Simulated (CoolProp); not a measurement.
Vapour-liquid equilibrium of diethyl ether (1) + n-hexane (2) at 0.927 bar; x and y are mole fractions of (1).

Model: multi-fluid Helmholtz-energy mixture model, Thol 2014 and Thol 2019; pair parameters Bell 2016, in CoolProp.

| x | bubble temperature, mixture model (°C) | bubble temperature, Raoult's law (°C) | y, mixture model | y, Raoult's law |
|---|---|---|---|---|
| 0.05 | 62.1 | 63.0 | 0.155 | 0.136 |
| 0.15 | 56.0 | 57.7 | 0.374 | 0.351 |
| 0.25 | 51.4 | 53.2 | 0.522 | 0.509 |
| 0.35 | 47.6 | 49.3 | 0.630 | 0.630 |
| 0.45 | 44.4 | 45.8 | 0.714 | 0.724 |
| 0.55 | 41.7 | 42.7 | 0.784 | 0.799 |
| 0.65 | 39.2 | 39.9 | 0.843 | 0.860 |
| 0.75 | 37.0 | 37.4 | 0.894 | 0.909 |
| 0.85 | 34.9 | 35.1 | 0.940 | 0.950 |
| 0.95 | 32.9 | 33.0 | 0.981 | 0.985 |

The largest gap from Raoult's law is -1.8 K in bubble temperature, at x = 0.25. No azeotrope shows between x = 0.05 and 0.95.

Pair parameters are fitted to limited data, so mixtures are less certain than the pure fluids.
